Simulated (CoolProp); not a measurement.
Computed with CoolProp (reference Helmholtz-energy equation of state, Lemmon 2006). It is a short technical equation, of lower accuracy than the large ones.

Problem. For acetone, give the phase and the cp (kJ/(kg K)), cv (kJ/(kg K)), speed of sound (m/s), expansivity (1/kK) at 333.4 K and 6.1 bar.

Solution. 
- 333.4 K and 6.1 bar: liquid; cp 2.24, cv 1.61, speed of sound 1010, expansivity 1.60
